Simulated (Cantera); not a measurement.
## Counterflow diffusion flame

A counterflow diffusion flame at 2.10 bar, nozzles 20 mm apart: fuel side 86.2 % CH4, 13.8 % H2 at 375 K, oxidiser side 21.0 % O2, 79.0 % N2 at 723 K, fuel mass flux 0.83 times the oxidiser's; mixture-averaged transport, no radiation.

Model: GRI-Mech 3.0 (53 species, 325 reactions), integrated in Cantera. GRI-Mech 3.0 has no aromatics or soot, which form on the fuel side of real flames. The maximum strain rate includes the flame's own expansion and is several times the mean.

```csv
oxidiser flux (kg/m²/s),max strain (1/s),mean strain (1/s),T max (K),peak x OH,peak x H,peak x NO,peak x CO,peak x C2H2
1.3,523,121,2284,0.0104,0.00457,0.000379,0.0565,0.0149
1.7,668,159,2270,0.0105,0.00476,0.000351,0.0554,0.0141
2.4,917,224,2254,0.0105,0.00503,0.000318,0.0545,0.0132
3.3,1230,308,2240,0.0105,0.00528,0.000287,0.0538,0.0125
4.5,1650,420,2225,0.0105,0.00550,0.000254,0.0532,0.0118
6.3,2260,588,2204,0.0103,0.00569,0.000214,0.0527,0.0108
8.6,3020,802,2182,0.00998,0.00580,0.000176,0.0523,0.00981
12,4150,1120,2154,0.00954,0.00586,0.000135,0.0522,0.00870
```
x: mole fraction; the columns are a selection and need not sum to one.
